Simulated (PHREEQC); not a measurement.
Dissolve 0.001 mol/kgw HCl, 3.4e-05 mol/kgw ZnSO4 and 0.064 mol/kgw Na2SO4 at 25 °C. Closed to the air; pH follows from the charge balance.

Model: ion-association model, phreeqc.dat, run in PHREEQC.

Q: The ionic strength comes out as 0.172 mol/kgw. What activity coefficients do SO4-2, HSO4-, NaSO4-, Na+, Zn+2 get?

A: SO4-2 0.31, HSO4- 0.75, NaSO4- 0.76, Na+ 0.76, Zn+2 0.31.

No solid was allowed to form. Complexes and solids missing from the database can't appear.
